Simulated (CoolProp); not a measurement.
Properties of methanol along the isotherm 298.05 °C (Tc = 240.2 °C, pc = 8.216 MPa, ω = 0.565).

Computed with CoolProp (reference Helmholtz-energy equation of state, de Reuck 1993).

```json
[
 {"p (MPa)": "0.274", "phase": "gas", "Z": "0.9931", "cp (kJ/(kg K))": "2.064", "cv (kJ/(kg K))": "1.796", "isothermal compressibility (1/MPa)": "3.675", "expansivity (1/kK)": "1.791"},
 {"p (MPa)": "0.548", "phase": "gas", "Z": "0.9860", "cp (kJ/(kg K))": "2.099", "cv (kJ/(kg K))": "1.822", "isothermal compressibility (1/MPa)": "1.851", "expansivity (1/kK)": "1.835"},
 {"p (MPa)": "0.822", "phase": "gas", "Z": "0.9787", "cp (kJ/(kg K))": "2.136", "cv (kJ/(kg K))": "1.849", "isothermal compressibility (1/MPa)": "1.244", "expansivity (1/kK)": "1.882"},
 {"p (MPa)": "1.1", "phase": "gas", "Z": "0.9713", "cp (kJ/(kg K))": "2.174", "cv (kJ/(kg K))": "1.876", "isothermal compressibility (1/MPa)": "0.9371", "expansivity (1/kK)": "1.934"},
 {"p (MPa)": "1.37", "phase": "gas", "Z": "0.9638", "cp (kJ/(kg K))": "2.213", "cv (kJ/(kg K))": "1.903", "isothermal compressibility (1/MPa)": "0.7587", "expansivity (1/kK)": "1.987"},
 {"p (MPa)": "1.64", "phase": "gas", "Z": "0.9563", "cp (kJ/(kg K))": "2.254", "cv (kJ/(kg K))": "1.931", "isothermal compressibility (1/MPa)": "0.6393", "expansivity (1/kK)": "2.044"},
 {"p (MPa)": "1.92", "phase": "gas", "Z": "0.9483", "cp (kJ/(kg K))": "2.297", "cv (kJ/(kg K))": "1.960", "isothermal compressibility (1/MPa)": "0.5511", "expansivity (1/kK)": "2.107"},
 {"p (MPa)": "2.19", "phase": "gas", "Z": "0.9405", "cp (kJ/(kg K))": "2.341", "cv (kJ/(kg K))": "1.989", "isothermal compressibility (1/MPa)": "0.4877", "expansivity (1/kK)": "2.172"},
 {"p (MPa)": "2.46", "phase": "gas", "Z": "0.9325", "cp (kJ/(kg K))": "2.387", "cv (kJ/(kg K))": "2.019", "isothermal compressibility (1/MPa)": "0.4383", "expansivity (1/kK)": "2.241"},
 {"p (MPa)": "2.74", "phase": "gas", "Z": "0.9242", "cp (kJ/(kg K))": "2.436", "cv (kJ/(kg K))": "2.051", "isothermal compressibility (1/MPa)": "0.3975", "expansivity (1/kK)": "2.317"},
 {"p (MPa)": "3.01", "phase": "gas", "Z": "0.9160", "cp (kJ/(kg K))": "2.486", "cv (kJ/(kg K))": "2.081", "isothermal compressibility (1/MPa)": "0.3655", "expansivity (1/kK)": "2.395"},
 {"p (MPa)": "3.29", "phase": "gas", "Z": "0.9074", "cp (kJ/(kg K))": "2.539", "cv (kJ/(kg K))": "2.114", "isothermal compressibility (1/MPa)": "0.3380", "expansivity (1/kK)": "2.480"},
 {"p (MPa)": "3.56", "phase": "gas", "Z": "0.8990", "cp (kJ/(kg K))": "2.593", "cv (kJ/(kg K))": "2.146", "isothermal compressibility (1/MPa)": "0.3156", "expansivity (1/kK)": "2.567"},
 {"p (MPa)": "3.83", "phase": "gas", "Z": "0.8906", "cp (kJ/(kg K))": "2.648", "cv (kJ/(kg K))": "2.179", "isothermal compressibility (1/MPa)": "0.2964", "expansivity (1/kK)": "2.658"},
 {"p (MPa)": "4.11", "phase": "gas", "Z": "0.8817", "cp (kJ/(kg K))": "2.708", "cv (kJ/(kg K))": "2.213", "isothermal compressibility (1/MPa)": "0.2793", "expansivity (1/kK)": "2.758"}
]
```
